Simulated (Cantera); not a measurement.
## Iron carbonyl, mercury and lead vapours: Fe(CO)₅ + CO + H₂

Feed: 1 mol Fe(CO)₅, 0.74 mol CO, 0.24 mol H₂, equilibrated at 1.00 Torr.

Method: chemical equilibrium by Gibbs-energy minimisation in Cantera with the NASA 1993 tables (ideal gas, pure condensed phases). Candidate condensed phases: C, C₆H₆, C₇H₈, C₈H₁₈, Fe, Fe(CO)₅, FeO, Fe(OH)₂, Fe(OH)₃, Fe₂O₃, Fe₃O₄, H₂O; 114 gas species. Condensed phases not in the tables: cementite and carbon dissolved in iron. Equilibrium is a limit: real reactors are often held back by kinetics, nucleation or transport.

From 898 K to 1098 K the condensed part is C(graphite) + Fe(α). From 1198 K to 1598 K the condensed part is Fe(γ).

| T (K) | x CO | x H₂ | x CO₂ | x Fe | x H | n C(graphite) | n Fe(α) | n Fe(γ) |
|---|---|---|---|---|---|---|---|---|
| 898 | 0.952 | 0.0403 | 0.00711 | <1e-12 | 6.02e-10 | 0.0430 | 1.00 | 0 |
| 998 | 0.959 | 0.0401 | 0.000725 | 1.01e-11 | 1.18e-8 | 0.00446 | 1.00 | 0 |
| 1098 | 0.960 | 0.0401 | 0.000112 | 8.73e-10 | 1.36e-7 | 0.000698 | 1.00 | 0 |
| 1198 | 0.960 | 0.0401 | 2.39e-5 | 3.48e-8 | 1.04e-6 | 0 | 0 | 1.00 |
| 1298 | 0.960 | 0.0401 | 6.51e-6 | 7.73e-7 | 5.88e-6 | 0 | 0 | 1.000 |
| 1398 | 0.960 | 0.0401 | 2.15e-6 | 1.09e-5 | 2.60e-5 | 0 | 0 | 1.000 |
| 1498 | 0.960 | 0.0401 | 8.30e-7 | 0.000108 | 9.42e-5 | 0 | 0 | 0.999 |
| 1598 | 0.959 | 0.0399 | 6.31e-7 | 0.000792 | 0.000291 | 0 | 0 | 0.995 |
x: gas mole fraction; n: condensed amount in mol.
